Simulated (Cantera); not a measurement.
# Adiabatic ignition

An adiabatic, constant-volume homogeneous reactor starts with 3.35 % CH4, 20.3 % O2, 76.4 % N2, at 1673 K and 1280 Torr.

Cantera simulation using GRI-Mech 3.0 (53 species, 325 reactions); the numbers are that mechanism's predictions, not measurements.

```csv
t (s),T (K),P (bar),x CH4,x O2,x H,x CH2,x HO2,x CH2CO
1.00e-6,1673,1.70,0.0335,0.203,7.48e-8,<1e-12,2.99e-7,<1e-12
3.16e-6,1673,1.70,0.0335,0.203,8.17e-8,5.91e-12,9.36e-7,<1e-12
1.00e-5,1673,1.70,0.0335,0.203,1.05e-7,4.46e-11,2.87e-6,<1e-12
3.16e-5,1673,1.70,0.0334,0.203,2.51e-7,7.52e-10,8.50e-6,1.47e-10
0.000100,1681,1.71,0.0314,0.202,8.40e-6,1.49e-7,5.60e-5,1.22e-6
0.000316,2478,2.53,<1e-12,0.133,0.000412,<1e-12,9.40e-6,<1e-12
0.00100,2482,2.53,<1e-12,0.132,0.000357,<1e-12,9.60e-6,<1e-12
0.00316,2476,2.53,<1e-12,0.131,0.000344,<1e-12,9.37e-6,<1e-12
0.0100,2463,2.51,<1e-12,0.128,0.000317,<1e-12,8.90e-6,<1e-12
0.0316,2452,2.50,<1e-12,0.126,0.000295,<1e-12,8.52e-6,<1e-12
0.100,2450,2.50,<1e-12,0.126,0.000293,<1e-12,8.47e-6,<1e-12
0.316,2450,2.50,<1e-12,0.126,0.000293,<1e-12,8.47e-6,<1e-12
1.00,2450,2.50,<1e-12,0.126,0.000293,<1e-12,8.47e-6,<1e-12
```
x: mole fraction; the columns are a selection and need not sum to one.

| Item | Value |
|---|---|
| time of steepest temperature rise | 0.142 ms |
| temperature at 1.00 s | 2450 K |
| equilibrium temperature | 2450 K |
| x(CH4) at 1.00 s | <1e-12 (gas-phase equilibrium <1e-12) |
| x(O2) at 1.00 s | 0.126 (gas-phase equilibrium 0.126) |
| x(H) at 1.00 s | 0.000293 (gas-phase equilibrium 0.000293) |
